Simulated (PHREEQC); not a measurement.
Silver or lead bath: an equilibrium model

Dissolve 0.1 mmol/kgw Ag2SO4 and 180 mmol/kgw HNO3 at 90 °C. Closed to the air; pH follows from the charge balance.

Model: ion-association model, wateq4f.dat, run in PHREEQC.

```yaml
pH: 0.85
ionic_strength: 0.180 mol/kgw
activity_of_water: 0.994
total_alkalinity: -180 meq/kg
```

| species | molality | activity | log γ |
|---|---|---|---|
| NO3- | 0.180 | 0.121 | -0.173 |
| H+ | 0.180 | 0.140 | -0.108 |
| Ag+ | 0.000192 | 0.000138 | -0.143 |
| HSO4- | 9.65e-5 | 6.82e-5 | -0.151 |
| AgNO3 | 8.21e-6 | 8.55e-6 | 0.018 |
| SO4-2 | 3.50e-6 | 9.13e-7 | -0.584 |

This is a speciation only: nothing precipitates in the calculation. Constants without temperature data keep their 25 °C values here.
